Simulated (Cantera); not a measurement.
## Adiabatic ignition

An adiabatic, constant-pressure homogeneous reactor starts with 4.61 % C3H8, 19.2 % O2, 72.4 % N2, 3.74 % CO2, at 1573 K and 1600000 Pa.

Detailed kinetics in Cantera: GRI-Mech 3.0 (53 species, 325 reactions). GRI-Mech 3.0 was tuned for natural gas; its chemistry of propane as a main component is partial and can be far from experiment. The pressure lies above the range GRI-Mech 3.0 was tuned for (to about 10 atm).

```csv
t (s),T (K),x C3H8,x O2,x CO2,x N2O,x NO,x C2H
6.00e-6,1619,0.0198,0.170,0.0364,2.58e-8,4.17e-10,1.09e-8
1.61e-5,2955,<1e-12,0.00778,0.0841,1.25e-6,0.000660,<1e-12
4.32e-5,2963,<1e-12,0.00687,0.0847,1.28e-6,0.00231,<1e-12
0.000116,2954,<1e-12,0.00622,0.0840,1.33e-6,0.00502,<1e-12
0.000311,2949,<1e-12,0.00583,0.0835,1.39e-6,0.00667,<1e-12
0.000834,2948,<1e-12,0.00581,0.0835,1.40e-6,0.00680,<1e-12
0.00224,2948,<1e-12,0.00581,0.0835,1.40e-6,0.00680,<1e-12
0.00600,2948,<1e-12,0.00581,0.0835,1.40e-6,0.00680,<1e-12
0.0161,2948,<1e-12,0.00581,0.0835,1.40e-6,0.00680,<1e-12
0.0432,2948,<1e-12,0.00581,0.0835,1.40e-6,0.00680,<1e-12
0.116,2948,<1e-12,0.00581,0.0835,1.40e-6,0.00680,<1e-12
0.311,2948,<1e-12,0.00581,0.0835,1.40e-6,0.00680,<1e-12
0.834,2948,<1e-12,0.00581,0.0835,1.40e-6,0.00680,<1e-12
2.24,2948,<1e-12,0.00581,0.0835,1.40e-6,0.00680,<1e-12
6.00,2948,<1e-12,0.00581,0.0835,1.40e-6,0.00680,<1e-12
```
x: mole fraction; the columns are a selection and need not sum to one.

```
Property                                                             Value
---------------------------------  ---------------------------------------
time of steepest temperature rise                                  8.16 µs
temperature at 6.00 s                                               2948 K
equilibrium temperature                                             2948 K
x(C3H8) at 6.00 s                    <1e-12 (gas-phase equilibrium <1e-12)
x(O2) at 6.00 s                    0.00581 (gas-phase equilibrium 0.00581)
x(CO2) at 6.00 s                     0.0835 (gas-phase equilibrium 0.0835)
```
